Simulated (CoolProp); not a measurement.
Vapour-liquid equilibrium of propylene (1) + isobutane (2) at 47.45 °C; x and y are mole fractions of (1).

Values from CoolProp's multi-fluid Helmholtz-energy mixture model, Lemmon 2013 and Bücker 2006; pair parameters Bell 2016.

```
x     bubble pressure (bar)  y at the bubble point  dew pressure at overall composition x (bar)  liquid density (mol/L)
----  ---------------------  ---------------------  -------------------------------------------  ----------------------
0.05                  7.158                  0.128                                        6.700                   9.046
0.2                   8.817                  0.364                                        7.618                   9.325
0.35                  10.19                  0.524                                        8.706                   9.649
0.5                   11.65                  0.664                                        9.971                   10.00
0.65                  13.43                  0.793                                        11.48                   10.37
0.8                   15.70                  0.902                                        13.54                   10.71
0.95                  18.46                  0.981                                        17.18                   10.97
```

No azeotrope shows between x = 0.05 and 0.95.

Pair parameters are fitted to limited data, so mixtures are less certain than the pure fluids. The gap from Raoult's law changes sign with composition, which may be real or a fault of the pair parameters; it wasn't checked against measurements.
